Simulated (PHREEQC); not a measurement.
Consider water at 25 °C with 39 mmol/kgw KHCO3 and 15 mmol/kgw K2HPO4. Closed to the air; pH follows from the charge balance.

Equilibrium calculation in PHREEQC: ion-association model, phreeqc.dat.

| quantity | before | after |
|---|---|---|
| pH | 8.35 | 8.19 |
| ionic strength (mol/kgw) | 0.0829 | 0.0395 |
| CO3-2 (mol/kgw) | 0.000783 | 0.000462 |
| CO2 (mol/kgw) | 0.000298 | 0.000464 |

**Question.** What was changed between the two runs?
(A) KHCO3 from 0.039 to 0.39 mol/kgw
(B) diluted 100-fold with water
(C) K2HPO4 left out
(D) 0.067 mol/kgw NaHS added

**Answer.** C, K2HPO4 left out

This is a speciation only: nothing precipitates in the calculation.
